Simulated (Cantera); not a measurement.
A perfectly stirred reactor is fed with CH₃OH : O₂ : N₂ = 1 : 1.83 : 6.88 (molar parts), equivalence ratio 0.82, at 2.90 bar; it is adiabatic with a 800 K inlet, and is followed from long to short residence time, starting on the burning branch (τ in s: 0.43, 0.17, 0.065, 0.025, 0.0096, 0.0037, 0.0014, 0.00055, 0.00021, 8.2e-05, 3.2e-05, 1.2e-05).

Model: GRI-Mech 3.0 (53 species, 325 reactions), integrated in Cantera. GRI-Mech 3.0 was tuned for natural gas; its chemistry of methanol as a main component is partial and can be far from experiment.

**Question.** Predict: blow-out, bracketed by the residence times tried; x(CH₃OH) at τ = 0.430 s; x(O₂) at τ = 0.430 s; x(HCN) at τ = 0.430 s; x(CH₄) at τ = 0.430 s; x(NO₂) at τ = 0.430 s; x(CH₃OH) at τ = 1.40 ms; x(O₂) at τ = 1.40 ms; x(HCN) at τ = 1.40 ms; x(CH₄) at τ = 1.40 ms; x(NO₂) at τ = 1.40 ms.

**Answer.** 
- blow-out, bracketed by the residence times tried: burning at 32.0 µs, out at 12.0 µs
- x(CH₃OH) at τ = 0.430 s: 4.74e-8
- x(O₂) at τ = 0.430 s: 0.0310
- x(HCN) at τ = 0.430 s: 4.14e-9
- x(CH₄) at τ = 0.430 s: 2.81e-9
- x(NO₂) at τ = 0.430 s: 4.06e-6
- x(CH₃OH) at τ = 1.40 ms: 9.92e-6
- x(O₂) at τ = 1.40 ms: 0.0360
- x(HCN) at τ = 1.40 ms: 4.96e-8
- x(CH₄) at τ = 1.40 ms: 2.58e-7
- x(NO₂) at τ = 1.40 ms: 3.36e-7
